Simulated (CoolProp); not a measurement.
Values from CoolProp's reference Helmholtz-energy equation of state, de Reuck 1993.

Question: Give the vapour pressure (kPa), liquid density (kg/m³), liquid cp (kJ/(kg K)), vapour Z of saturated methanol at 316.7 K.

Answer: 
```tsv
T (K)	p (kPa)	liquid density (kg/m³)	liquid cp (kJ/(kg K))	vapour Z
316.7	41.8	769	2.66	0.964
```
